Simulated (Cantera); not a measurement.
A freely propagating, adiabatic, planar premixed flame of CH4 : C2H6 : O2 : N2 : CO2 = 1 : 0.061 : 3.35 : 12.6 : 0.4 (molar parts), equivalence ratio 0.66, unburnt at 648 K and 0.810 bar; mixture-averaged transport, grid criteria slope 0.08 and curve 0.16, no radiation.

Computed with Cantera and GRI-Mech 3.0 (53 species, 325 reactions). Burning velocities carry a grid error of a few per cent, more on coarse grids.

**Question.** Predict: laminar burning velocity; thermal thickness; peak x(C2H2).

**Answer.** 
```json
{
  "laminar_burning_velocity": "91.8 cm/s",
  "thermal_thickness": "0.522 mm",
  "peak x(C2H2)": "2.77e-5"
}
```
